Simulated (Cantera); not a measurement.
**Equilibrium for silicon nitride deposition: SiH2Cl2 + N2 + H2**

A closed system holds: 1 mol SiH2Cl2, 0.73 mol N2, 87 mol H2, equilibrated at 1550 K and 143 Torr.

Cantera equilibrium calculation (NASA polynomials, part measured and part estimated; ideal gas, pure solids and liquids). Candidate condensed phases: NH4Cl, Si, Si3N4; 28 gas species. The tables' values for SiCl3 are old estimates; treat these amounts as uncertain. The numbers say what is thermodynamically allowed, not how fast it happens.

| Quantity | Result |
|---|---|
| x(H2) | 0.977 |
| x(HCl) | 0.0206 |
| x(N2) | 0.00133 |
| x(SiCl2) | 0.000895 |
| x(H) | 7.14e-5 |
| x(SiCl3) | 1.48e-5 |
| x(SiHCl3) | 3.99e-6 |
| x(SiH2Cl2) | 3.80e-6 |
| x(SiH2) | 1.69e-6 |
| n(Si3N4(s)) | 0.306 mol |
| gas amount | 89.12 mol |
| log10 activity of Si(s) (absent) | -0.21 |
